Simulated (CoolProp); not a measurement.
The fluid at 276.67 K and 0.579 MPa is throttled through a valve to 0.304 MPa with no heat exchange. The same conditions are run with several fluids, on thermodynamics alone (safety and materials aside).

The numbers come from the reference Helmholtz-energy equation of state of each fluid (sulfur dioxide: Gao 2016; n-nonane: Lemmon 2006; R11: Jacobsen 1992; hexamethyldisiloxane (MM): Thol 2016; R141b: Lemmon 2006) in CoolProp.

Q: Rank sulfur dioxide, n-nonane, R11, hexamethyldisiloxane (MM), R141b by final density (kg/m³), highest first.

A: R11 (1530), sulfur dioxide (1430), R141b (1270), hexamethyldisiloxane (MM) (782), n-nonane (731)
